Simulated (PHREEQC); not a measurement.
**Acid mine or pickling water (model solution)**

A made-up water analysis in mg/L, 50 °C, pH 3.75, pe 8.8:

| constituent | mg/L |
|---|---|
| Na | 7.56 |
| K | 1.12 |
| Ca | 244 |
| Mg | 13.7 |
| Cl | 44.4 |
| S(6) as SO4 | 961 |
| Mn(2) | 3.01 |
| Fe(3) | 1.35 |
| Al | 82.4 |
| Zn | 2.36 |
| Si as SiO2 | 4.26 |

Valence states are taken as typed.

The numbers come from PHREEQC with the ion-association model, phreeqc.dat.

No solid was allowed to form.

**Question.** Predict the ionic strength, charge-balance error.

**Answer.** ionic strength 0.0255 mol/kgw; charge-balance error 7.4 %.

**Question.** In which forms is Ca present?

**Answer.** Ca+2 75 %, CaSO4 25 % of the Ca.

Examples of supersaturated solids here: Jarosite-K, Hematite (slow to form). Others may be too. Complexes and solids missing from the database can't appear. Away from 25 °C the constants follow the database's enthalpies or fits; those with neither stay at their 25 °C values.
